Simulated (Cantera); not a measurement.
Feed: 1 mol PbO, 2 mol H2O, at 1.00 bar.

These are equilibrium values from Cantera (NASA tables, ideal gas, pure condensed phases), not measurements of a reactor. Candidate condensed phases: H2O, Pb, PbO, PbO2, Pb3O4; 12 gas species. Gases not in the tables: (PbO)n polymers. Equilibrium is a limit: real reactors are often held back by kinetics, nucleation or transport.

x: gas mole fraction; n: condensed amount in mol.

```json
[
 {"T (K)": "823", "x H2O": "1.00", "x PbO": "2.27e-10", "x Pb": "(withheld)", "x O2": "1.74e-9", "x H2": "3.50e-9", "n PbO(yellow)": "1.00", "n PbO(l)": "0"},
 {"T (K)": "923", "x H2O": "1.00", "x PbO": "1.89e-8", "x Pb": "(withheld)", "x O2": "2.38e-8", "x H2": "4.72e-8", "n PbO(yellow)": "1.00", "n PbO(l)": "0"},
 {"T (K)": "1023", "x H2O": "1.000", "x PbO": "6.43e-7", "x Pb": "(withheld)", "x O2": "2.12e-7", "x H2": "3.71e-7", "n PbO(yellow)": "1.000", "n PbO(l)": "0"},
 {"T (K)": "1123", "x H2O": "1.000", "x PbO": "1.14e-5", "x Pb": "(withheld)", "x O2": "1.61e-6", "x H2": "1.81e-6", "n PbO(yellow)": "1.000", "n PbO(l)": "0"},
 {"T (K)": "1223", "x H2O": "1.000", "x PbO": "0.000108", "x Pb": "(withheld)", "x O2": "1.10e-5", "x H2": "6.13e-6", "n PbO(yellow)": "0", "n PbO(l)": "1.000"},
 {"T (K)": "1323", "x H2O": "0.999", "x PbO": "0.000667", "x Pb": "(withheld)", "x O2": "6.13e-5", "x H2": "1.66e-5", "n PbO(yellow)": "0", "n PbO(l)": "0.998"},
 {"T (K)": "1423", "x H2O": "0.996", "x PbO": "0.00313", "x Pb": "(withheld)", "x O2": "0.000280", "x H2": "3.80e-5", "n PbO(yellow)": "0", "n PbO(l)": "0.993"}
]
```

Problem. Complete the blanks.

Solution. 
- 823, x Pb: 6.65e-12
- 923, x Pb: 1.09e-9
- 1023, x Pb: 6.19e-8
- 1123, x Pb: 1.49e-6
- 1223, x Pb: 1.64e-5
- 1323, x Pb: 0.000109
- 1423, x Pb: 0.000534
